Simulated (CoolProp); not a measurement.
Vapour pressure (bar) of fluoroethane (R161): the reference equation beside estimates from Tc = 102.1 °C, pc = 50.10 bar, ω = 0.216.

Computed with CoolProp (reference Helmholtz-energy equation of state, Wu 2012).

```csv
T (°C),reference,Lee-Kesler,van der Waals,Redlich-Kwong,Soave-Redlich-Kwong,Peng-Robinson
-101.45,0.01445,0.01342,0.7445,0.03025,0.01379,0.01537
-87.85,0.04771,0.04470,1.279,0.09502,0.04577,0.04946
-74.35,0.1294,0.1229,2.039,0.2437,0.1252,0.1321
-60.75,0.3049,0.2938,3.083,0.5412,0.2975,0.3080
-47.25,0.6349,0.6201,4.436,1.062,0.6243,0.6373
-33.65,1.208,1.193,6.162,1.908,1.196,1.208
-20.15,2.119,2.110,8.270,3.165,2.110,2.113
-6.55,3.499,3.503,10.83,4.959,3.502,3.485
7.05,5.476,5.500,13.85,7.386,5.504,5.455
20.55,8.171,8.215,17.34,10.52,8.244,8.149
34.15,11.78,11.84,21.38,14.52,11.92,11.77
47.65,16.40,16.47,25.93,19.40,16.64,16.43
```

Absolute difference from the reference over all 12 rows, mean and median: Lee-Kesler 2.3 and 0.9 %, van der Waals 994.4 and 350.2 %, Redlich-Kwong 58.0 and 53.7 %, Soave-Redlich-Kwong 1.8 and 1.3 %, Peng-Robinson 1.3 and 0.4 %.
